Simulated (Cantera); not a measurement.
Input (Python, Cantera):

```python
import numpy as np
import cantera as ct

gas = ct.Solution("gri30.yaml")
gas.TPX = 1223, 56000, {'C3H8': 1, 'O2': 4.17, 'N2': 15.7}
reactor = ct.IdealGasConstPressureReactor(gas, energy="on", clone=False)
net = ct.ReactorNet([reactor])
net.rtol, net.atol = 1e-08, 1e-16
show = ['C3H8', 'O2', 'CO2', 'H2O2', 'CH4']
times = np.geomspace(2e-06, 7, 16)

steps = ct.SolutionArray(gas, extra=["t"])
rows = []
print(f"{'t/s':>10s}{'T/K':>9s}{'P/Pa':>11s}" + "".join(f"{s:>11s}" for s in show))
for t in times:
    while net.time < t:
        t_next = net.step()
        steps.append(gas.state, t=t_next)
    rows.append([np.interp(t, steps.t, y) for y in (steps.T, steps.P, *steps(*show).X.T)])
    print(f"{t:10.3e}{rows[-1][0]:9.1f}{rows[-1][1]:11.4g}" + "".join(f"{x:11.3e}" for x in rows[-1][2:]))
rate = np.gradient(steps.T, steps.t)
print("integrator steps:", len(steps.t))
if steps.T.max() > steps.T[0] + 200:
    print(f"time of steepest temperature rise: {steps.t[rate.argmax()]:.4e} s")
gas.TPX = 1223, 56000, {'C3H8': 1, 'O2': 4.17, 'N2': 15.7}
gas.equilibrate("HP")
print(f"equilibrium (HP): T = {gas.T:.1f} K  " + "  ".join(f"{s} {gas[s].X[0]:.3e}" for s in show))
```

It prints:

```
       t/s      T/K       P/Pa       C3H8         O2        CO2       H2O2        CH4
 2.000e-06   1223.0    5.6e+04  4.791e-02  1.998e-01  3.703e-14  1.318e-10  1.881e-09
 5.461e-06   1223.0    5.6e+04  4.791e-02  1.998e-01  1.422e-12  2.183e-09  1.472e-08
 1.491e-05   1222.9    5.6e+04  4.791e-02  1.998e-01  2.804e-11  2.924e-08  1.208e-07
 4.072e-05   1222.8    5.6e+04  4.789e-02  1.998e-01  5.300e-10  2.935e-07  9.907e-07
 1.112e-04   1222.6    5.6e+04  4.782e-02  1.997e-01  1.602e-08  2.076e-06  8.204e-06
 3.037e-04   1222.3    5.6e+04  4.747e-02  1.996e-01  2.823e-07  5.541e-06  6.095e-05
 8.292e-04   1222.5    5.6e+04  4.640e-02  1.990e-01  1.393e-06  7.072e-06  2.642e-04
 2.264e-03   1224.5    5.6e+04  4.292e-02  1.970e-01  5.899e-06  1.261e-05  9.703e-04
 6.183e-03   2596.9    5.6e+04  1.085e-43  9.818e-03  5.683e-02  7.696e-08  2.081e-15
 1.688e-02   2645.2    5.6e+04  4.618e-43  7.212e-03  5.849e-02  8.169e-08  4.046e-15
 4.610e-02   2644.5    5.6e+04  4.707e-43  7.143e-03  5.844e-02  8.118e-08  4.078e-15
 1.259e-01   2644.5    5.6e+04  4.707e-43  7.143e-03  5.844e-02  8.118e-08  4.078e-15
 3.438e-01   2644.5    5.6e+04  4.707e-43  7.143e-03  5.844e-02  8.118e-08  4.078e-15
 9.388e-01   2644.5    5.6e+04  4.707e-43  7.143e-03  5.844e-02  8.118e-08  4.078e-15
 2.563e+00   2644.5    5.6e+04  4.707e-43  7.143e-03  5.844e-02  8.118e-08  4.078e-15
 7.000e+00   2644.5    5.6e+04  4.707e-43  7.143e-03  5.844e-02  8.118e-08  4.078e-15
integrator steps: 1994
time of steepest temperature rise: 5.2073e-03 s
equilibrium (HP): T = 2644.5 K  C3H8 7.815e-43  O2 7.143e-03  CO2 5.844e-02  H2O2 8.118e-08  CH4 5.184e-15
```

Computed with Cantera and GRI-Mech 3.0 (53 species, 325 reactions). GRI-Mech 3.0 was tuned for natural gas; its chemistry of propane as a main component is partial and can be far from experiment.
